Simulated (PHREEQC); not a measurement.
Consider water at 25 °C with 0.0076 mol/kgw TMAH, 6.6e-05 mol/kgw H3BO3 and 0.00084 mol/kgw Na2CO3. Closed to the air; pH follows from the charge balance.

Model: ion-association model, wateq4f.dat, run in PHREEQC.

Precipitation was switched off in this run.

What pH, ionic strength does the model give?

pH 11.83; ionic strength 0.0101 mol/kgw.

In which forms is C present?

CO3-2 96 %, HCO3- 2.2 %, NaCO3- 2.0 % of the C.

Complexes and solids missing from the database can't appear. (CH3)4N+ isn't in the database: it is added as a free cation with an ion size of 4 Å.
